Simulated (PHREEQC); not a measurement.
# Brine (model solution)

Dissolve 0.2 mol/kgw Na2SO4, 1.7 mol/kgw MgSO4 and 1.3 mol/kgw NaCl at 36 °C. Closed to the air; pH follows from the charge balance.

Model: Pitzer model, pitzer.dat, run in PHREEQC.

Each row changes one thing in this solution. Precipitation was switched off in this run.

```json
[
 {"case": "as made", "HSO4- (mol/kgw)": "3.69e-6", "SI of Thenardite (Na2SO4)": "-0.99", "SI of Mirabilite (Na2SO4:10H2O)": "-1.05"},
 {"case": "temperature from 36 to 5 °C", "HSO4- (mol/kgw)": "5.81e-7", "SI of Thenardite (Na2SO4)": "-1.26", "SI of Mirabilite (Na2SO4:10H2O)": "+0.25"},
 {"case": "NaCl from 1.3 to 2.6 mol/kgw", "HSO4- (mol/kgw)": "…", "SI of Thenardite (Na2SO4)": "-0.40", "SI of Mirabilite (Na2SO4:10H2O)": "-0.81"},
 {"case": "Na2SO4 from 0.2 to 0.3 mol/kgw", "HSO4- (mol/kgw)": "…", "SI of Thenardite (Na2SO4)": "-0.89", "SI of Mirabilite (Na2SO4:10H2O)": "-0.97"},
 {"case": "NaCl left out", "HSO4- (mol/kgw)": "2.76e-6", "SI of Thenardite (Na2SO4)": "-2.33", "SI of Mirabilite (Na2SO4:10H2O)": "-2.08"},
 {"case": "NaCl from 1.3 to 0.26 mol/kgw", "HSO4- (mol/kgw)": "2.91e-6", "SI of Thenardite (Na2SO4)": "…", "SI of Mirabilite (Na2SO4:10H2O)": "-1.69"},
 {"case": "MgSO4 left out", "HSO4- (mol/kgw)": "2.39e-7", "SI of Thenardite (Na2SO4)": "…", "SI of Mirabilite (Na2SO4:10H2O)": "…"}
]
```

Q: Some entries are withheld; supply them.

A: 
- NaCl from 1.3 to 2.6 mol/kgw, HSO4- (mol/kgw): 5.21e-6
- Na2SO4 from 0.2 to 0.3 mol/kgw, HSO4- (mol/kgw): 3.86e-6
- NaCl from 1.3 to 0.26 mol/kgw, SI of Thenardite (Na2SO4): -1.88
- MgSO4 left out, SI of Thenardite (Na2SO4): -1.59
- MgSO4 left out, SI of Mirabilite (Na2SO4:10H2O): -1.37

Some of these states are supersaturated (in Mirabilite, for instance). Constants without temperature data keep their 25 °C values here.
